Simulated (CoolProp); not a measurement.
trans-2-butene along the isobar 22.1 bar: density (kg/m³) from the reference equation and from simpler models built on Tc = 428.6 K, pc = 40.19 bar, ω = 0.210; each cubic takes its own stable root.

The numbers come from the reference Helmholtz-energy equation of state, Lemmon 2005 in CoolProp. It is a short technical equation, of lower accuracy than the large ones.

| T (K) | phase | reference |
|---|---|---|
| 285.7 | liquid | 616.1 |
| 294.8 | liquid | 605.7 |
| 303.9 | liquid | 595.0 |
| 313.1 | liquid | 583.8 |
| 322.2 | liquid | 572.3 |
| 331.3 | liquid | 560.3 |
| 340.4 | liquid | 547.8 |
| 349.6 | liquid | 534.3 |
| 358.7 | liquid | 520.0 |
| 367.8 | liquid | 504.5 |
| 376.9 | liquid | 487.4 |
| 386.1 | liquid | 467.6 |
| 395.2 | gas | 57.48 |
| 404.3 | gas | 52.81 |
| 413.4 | gas | 49.36 |
| 422.6 | gas | 46.58 |

### Question
How far does each simpler model (van der Waals, Soave-Redlich-Kwong, Peng-Robinson) lie from the reference over these 16 states: mean and median of the absolute difference, and the worst?

### Answer
- van der Waals: mean 37.5 %, median 38.9 %, worst -88.6 % at 386.1 K and 22.1 bar
- Soave-Redlich-Kwong: mean 8.8 %, median 9.5 %, worst -15.4 % at 386.1 K and 22.1 bar
- Peng-Robinson: mean 1.8 %, median 1.6 %, worst -4.1 % at 386.1 K and 22.1 bar

At some of these states van der Waals gives the other phase, because its saturation line lies elsewhere.
